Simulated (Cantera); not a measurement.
An adiabatic, constant-pressure homogeneous reactor starts with C3H8 : O2 : N2 = 1 : 12.5 : 77.5 (molar parts), equivalence ratio 0.40, at 1700 K and 21.7 atm.

Computed with Cantera and GRI-Mech 3.0 (53 species, 325 reactions). GRI-Mech 3.0 was tuned for natural gas; its chemistry of propane as a main component is partial and can be far from experiment. The pressure lies above the range GRI-Mech 3.0 was tuned for (to about 10 atm).

**Question.** Predict: time of steepest temperature rise; temperature at 0.200 s; equilibrium temperature; x(O2) at 0.200 s; x(NO) at 0.200 s.

**Answer.** 
```
Property                                                             Value
---------------------------------  ---------------------------------------
time of steepest temperature rise                                  3.13 µs
temperature at 0.200 s                                              2264 K
equilibrium temperature                                             2264 K
x(O2) at 0.200 s                     0.0765 (gas-phase equilibrium 0.0765)
x(NO) at 0.200 s                   0.00909 (gas-phase equilibrium 0.00909)
```
